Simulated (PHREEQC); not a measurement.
Consider water at 56 °C with 100 mmol/kgw H2SO4 and 80 mmol/kgw Al(NO3)3. It is in equilibrium with CO2 at log p = 0 (atm). Otherwise closed; pH follows from the charge balance.

Model: ion-association model, phreeqc.dat, run in PHREEQC.

```csv
quantity,before,after
pH,0.95,0.81
Al+3 (mol/kgw),0.0404,0.0350
(CO2)2 (mol/kgw),1.19e-5,1.18e-5
AlOH+2 (mol/kgw),8.82e-6,5.46e-6
HCO3- (mol/kgw),1.16e-7,8.38e-8
SI of Gibbsite (Al(OH)3),-6.17,-6.68
```

Question: Which change was made?
(A) diluted 5-fold with water
(B) H2SO4 from 0.1 to 0.01 mol/kgw
(C) H2SO4 left out
(D) temperature from 56 to 65 °C
(E) H2SO4 from 0.1 to 0.15 mol/kgw

Answer: E, H2SO4 from 0.1 to 0.15 mol/kgw

No solid was allowed to form. Constants without temperature data keep their 25 °C values here.
